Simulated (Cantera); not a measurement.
A Cantera script and what it prints.

```python
import numpy as np
import cantera as ct

gas_names = [...]  # 117 gases of nasa_gas.yaml made of C, H, Na, O
cond_names = """
    C(gr) C6H6(L) C7H8(L) C8H18(L),n-octa H2O(s) H2O(L) Na(cr) Na(L) NaOH(a) NaOH(L) NaO2(s) Na2CO3(I)
    Na2CO3(II) Na2CO3(L) Na2O(c) Na2O(a) Na2O(L) Na2O2(a) Na2O2(b)
""".split()


# ... load() reads the species with a 1 bar reference pressure and builds the phases ...
atoms = {
    'NaOH': {'Na': 1, 'O': 1, 'H': 1},
    'CO2': {'C': 1, 'O': 2},
    'O2': {'O': 2},
}
top_T = {'C(gr)': 4500, 'NaO2(s)': 800, 'Na2O2(b)': 940}  # K; cautious upper limits of use, not melting points


# ... equilibrate(T, P, feed) seeds the gas with the atoms and calls Mixture.equilibrate('TP', solver="vcs", rtol=1e-11, max_steps=5000) ...
results = []
feed = {'NaOH': 1, 'CO2': 0.55, 'O2': 9.3}  # mol
for P in [10, 42, 180, 750, 3200, 13000, 56000, 240000, 1000000]:
    for T in [750, 850, 950, 1050, 1150, 1250, 1350, 1450, 1550, 1650, 1750, 1850, 1950]:
        mix = equilibrate(T, P, feed)
        results.append((T, P, feed, dict(zip(mix.species_names, mix.species_moles))))

for T, P, feed, n in results:
    print(f"{T:7g} {P:10.4g}  " + (" + ".join(c for c in cond_names if n.get(c, 0) > 1e-12) or "gas only"))
```

Result:

```
    750         10  Na2CO3(II)
    850         10  Na2CO3(II)
    950         10  Na2CO3(II)
   1050         10  Na2CO3(II)
   1150         10  Na2CO3(L)
   1250         10  gas only
   1350         10  gas only
   1450         10  gas only
   1550         10  gas only
   1650         10  gas only
   1750         10  gas only
   1850         10  gas only
   1950         10  gas only
    750         42  Na2CO3(II)
    850         42  Na2CO3(II)
    950         42  Na2CO3(II)
   1050         42  Na2CO3(II)
   1150         42  Na2CO3(L)
   1250         42  gas only
   1350         42  gas only
   1450         42  gas only
   1550         42  gas only
   1650         42  gas only
   1750         42  gas only
   1850         42  gas only
   1950         42  gas only
    750        180  Na2CO3(II)
    850        180  Na2CO3(II)
    950        180  Na2CO3(II)
   1050        180  Na2CO3(II)
   1150        180  Na2CO3(L)
   1250        180  Na2CO3(L)
   1350        180  gas only
   1450        180  gas only
   1550        180  gas only
   1650        180  gas only
   1750        180  gas only
   1850        180  gas only
   1950        180  gas only
    750        750  Na2CO3(II)
    850        750  Na2CO3(II)
    950        750  Na2CO3(II)
   1050        750  Na2CO3(II)
   1150        750  Na2CO3(L)
   1250        750  Na2CO3(L)
   1350        750  Na2CO3(L)
   1450        750  gas only
   1550        750  gas only
   1650        750  gas only
   1750        750  gas only
   1850        750  gas only
   1950        750  gas only
    750       3200  Na2CO3(II)
    850       3200  Na2CO3(II)
    950       3200  Na2CO3(II)
   1050       3200  Na2CO3(II)
   1150       3200  Na2CO3(L)
   1250       3200  Na2CO3(L)
   1350       3200  Na2CO3(L)
   1450       3200  Na2CO3(L)
   1550       3200  gas only
   1650       3200  gas only
   1750       3200  gas only
   1850       3200  gas only
   1950       3200  gas only
    750    1.3e+04  Na2CO3(II)
    850    1.3e+04  Na2CO3(II)
    950    1.3e+04  Na2CO3(II)
   1050    1.3e+04  Na2CO3(II)
   1150    1.3e+04  Na2CO3(L)
   1250    1.3e+04  Na2CO3(L)
   1350    1.3e+04  Na2CO3(L)
   1450    1.3e+04  Na2CO3(L)
   1550    1.3e+04  Na2CO3(L)
   1650    1.3e+04  gas only
   1750    1.3e+04  gas only
   1850    1.3e+04  gas only
   1950    1.3e+04  gas only
    750    5.6e+04  Na2CO3(II)
    850    5.6e+04  Na2CO3(II)
    950    5.6e+04  Na2CO3(II)
   1050    5.6e+04  Na2CO3(II)
   1150    5.6e+04  Na2CO3(L)
   1250    5.6e+04  Na2CO3(L)
   1350    5.6e+04  Na2CO3(L)
   1450    5.6e+04  Na2CO3(L)
   1550    5.6e+04  Na2CO3(L)
   1650    5.6e+04  Na2CO3(L)
   1750    5.6e+04  gas only
   1850    5.6e+04  gas only
   1950    5.6e+04  gas only
    750    2.4e+05  Na2CO3(II)
    850    2.4e+05  Na2CO3(II)
    950    2.4e+05  Na2CO3(II)
   1050    2.4e+05  Na2CO3(II)
   1150    2.4e+05  Na2CO3(L)
   1250    2.4e+05  Na2CO3(L)
   1350    2.4e+05  Na2CO3(L)
   1450    2.4e+05  Na2CO3(L)
   1550    2.4e+05  Na2CO3(L)
   1650    2.4e+05  Na2CO3(L)
   1750    2.4e+05  Na2CO3(L)
   1850    2.4e+05  Na2CO3(L)
   1950    2.4e+05  gas only
    750      1e+06  Na2CO3(II)
    850      1e+06  Na2CO3(II)
    950      1e+06  Na2CO3(II)
   1050      1e+06  Na2CO3(II)
   1150      1e+06  Na2CO3(L)
   1250      1e+06  Na2CO3(L)
   1350      1e+06  Na2CO3(L)
   1450      1e+06  Na2CO3(L)
   1550      1e+06  Na2CO3(L)
   1650      1e+06  Na2CO3(L)
   1750      1e+06  Na2CO3(L)
   1850      1e+06  Na2CO3(L)
   1950      1e+06  Na2CO3(L)
```

Equilibrium computed with Cantera from the NASA thermochemical tables; the gas is ideal and each condensed phase is pure.
